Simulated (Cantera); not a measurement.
Cantera with NASA thermochemical tables; ideal gases at 1 bar, condensed phases pure. Values are per mole of reaction as written; species without (g) are pure solids or liquids, kept so even where they would boil at 1 bar.

4 PH₃(g) → 12 H(g) + P₄(g), with ΔH° = 2653.5 kJ and ΔS° = 816.5 J/K at 300 K.

How far is the shortcut ΔG° ≈ ΔH°(300 K) − T·ΔS°(300 K) from the full temperature-dependent value at 625, 650, 675, 700, 725 K?


```csv
T (K),shortcut (kJ),full (kJ),difference (kJ),difference in log10 K
625,2143.2,2122.4,20.8,-1.74
650,2122.8,2099.2,23.6,-1.89
675,2102.4,2075.9,26.5,-2.05
700,2081.9,2052.5,29.5,-2.20
725,2061.5,2029.0,32.6,-2.35
```
The shortcut ignores the heat-capacity change of the reaction.
